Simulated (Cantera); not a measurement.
A closed system holds: 1 mol CH3Cl, 3.8 mol H2, held at 0.0100 bar.

These are equilibrium values from Cantera (NASA tables, ideal gas, pure condensed phases), not measurements of a reactor. Candidate condensed phases: C, C6H6, C7H8, C8H18; 91 gas species. Kinetics and transport are ignored.

Task: At 650 °C, list the 3 most abundant gas species with their mole fractions, and the condensed phases.

Result: H2 0.826, HCl 0.173, CH4 0.00159. Condensed: C(graphite).
